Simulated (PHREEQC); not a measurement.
Dissolve 0.32 mol/kgw H2SO4 and 0.00031 mol/kgw Li2SO4 at 5 °C. Closed to the air; pH follows from the charge balance.

All values are PHREEQC results (ion-association model, phreeqc.dat), not measurements.

Task: The ionic strength comes out as 0.414 mol/kgw. What activity coefficients do SO4-2, LiSO4-, HSO4-, H+, Li+ get?

Result: SO4-2 0.23, LiSO4- 0.70, HSO4- 0.74, H+ 0.78, Li+ 0.72.

Precipitation was switched off in this run. Complexes and solids missing from the database can't appear. Away from 25 °C the constants follow the database's enthalpies or fits; those with neither stay at their 25 °C values.
